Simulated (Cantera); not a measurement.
Stirred combustor or abatement burner

A perfectly stirred reactor is fed with 4.57 % CH₄, 15.5 % O₂, 58.0 % N₂, 21.9 % CO₂, equivalence ratio 0.59, at 1000000 Pa; it is adiabatic with a 575 K inlet, and is followed from long to short residence time, starting on the burning branch (τ in s: 0.086, 0.03, 0.011, 0.0037, 0.0013, 0.00046, 0.00016, 5.6e-05, 2e-05).

Computed with Cantera and GRI-Mech 3.0 (53 species, 325 reactions).

| τ (s) | T (K) | x CH₄ | x O₂ | x CO₂ | x HCO | x C₂H | x HCN |
|---|---|---|---|---|---|---|---|
| 0.086 | 1501 | 4.05e-5 | 0.0638 | 0.264 | 2.84e-9 | 3.20e-12 | 8.10e-10 |
| 0.030 | 1494 | 0.000106 | 0.0643 | 0.263 | 8.41e-9 | 9.94e-12 | 1.61e-9 |
| 0.011 | 1476 | 0.000292 | 0.0657 | 0.261 | 2.44e-8 | 1.85e-11 | 2.22e-9 |
| 0.0037 | 575 | 0.0457 | 0.155 | 0.219 | <1e-12 | <1e-12 | <1e-12 |
| 0.0013 | 575 | 0.0457 | 0.155 | 0.219 | <1e-12 | <1e-12 | <1e-12 |
| 0.00046 | 575 | 0.0457 | 0.155 | 0.219 | <1e-12 | <1e-12 | <1e-12 |
| 0.00016 | 575 | 0.0457 | 0.155 | 0.219 | <1e-12 | <1e-12 | <1e-12 |
| 5.6e-5 | 575 | 0.0457 | 0.155 | 0.219 | <1e-12 | <1e-12 | <1e-12 |
| 2.0e-5 | 575 | 0.0457 | 0.155 | 0.219 | <1e-12 | <1e-12 | <1e-12 |
x: mole fraction; the columns are a selection and need not sum to one.
